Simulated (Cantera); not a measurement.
What does this Cantera script print?

```python
import numpy as np
import cantera as ct

gas = ct.Solution("gri30.yaml")
gas.TPX = 475, 100000, {'CH4': 1, 'H2': 0.98, 'O2': 1.46, 'N2': 5.13}
inlet = ct.Reservoir(gas, clone=True)
gas.equilibrate("HP")  # start burning
reactor = ct.IdealGasConstPressureReactor(gas, energy="on", clone=False)
exhaust = ct.Reservoir(gas, clone=True)
tau = [0.26, 0.076, 0.022, 0.0065, 0.0019, 0.00055, 0.00016, 4.7e-05, 1.4e-05, 4e-06][0]
for a, b in ((inlet, reactor), (reactor, exhaust)):
    ct.MassFlowController(a, b, mdot=lambda t: reactor.mass / tau)
net = ct.ReactorNet([reactor])
show = ['CH4', 'H2', 'O2', 'NO2', 'H2O', 'C2H2']

rows = []
print(f"{'tau/s':>10s}{'T/K':>9s}" + "".join(f"{s:>11s}" for s in show))
for tau in [0.26, 0.076, 0.022, 0.0065, 0.0019, 0.00055, 0.00016, 4.7e-05, 1.4e-05, 4e-06]:
    net.initial_time = 0.0
    net.advance(30 * tau)
    before = gas.X
    net.advance(40 * tau)
    drift = np.max(np.abs(gas.X - before) / (gas.X + 1e-9))
    rows.append([gas.T, *gas[show].X, drift])
    print(f"{tau:10.3e}{gas.T:9.1f}" + "".join(f"{x:11.3e}" for x in gas[show].X))
```

It prints:

```
     tau/s      T/K        CH4         H2         O2        NO2        H2O       C2H2
 2.600e-01   2027.3  4.748e-04  1.387e-01  4.629e-05  1.341e-10  1.869e-01  6.816e-05
 7.600e-02   2029.0  1.083e-03  1.362e-01  1.407e-04  1.899e-10  1.883e-01  3.407e-04
 2.200e-02   2030.1  1.973e-03  1.317e-01  4.023e-04  2.545e-10  1.909e-01  1.027e-03
 6.500e-03   2025.8  2.936e-03  1.264e-01  1.045e-03  3.314e-10  1.937e-01  1.948e-03
 1.900e-03   2008.8  4.028e-03  1.214e-01  2.618e-03  4.261e-10  1.954e-01  2.765e-03
 5.500e-04   1960.3  6.215e-03  1.166e-01  7.126e-03  5.447e-10  1.939e-01  3.320e-03
 1.600e-04    475.0  1.167e-01  1.144e-01  1.704e-01  1.122e-20  4.531e-16  4.535e-18
 4.700e-05    475.0  1.167e-01  1.144e-01  1.704e-01  2.127e-23  8.589e-19  8.597e-21
 1.400e-05    475.0  1.167e-01  1.144e-01  1.704e-01  1.344e-24  5.425e-20  5.430e-22
 4.000e-06    475.0  1.167e-01  1.144e-01  1.704e-01  8.487e-26  3.427e-21  3.430e-23
```

Detailed kinetics in Cantera: GRI-Mech 3.0 (53 species, 325 reactions).
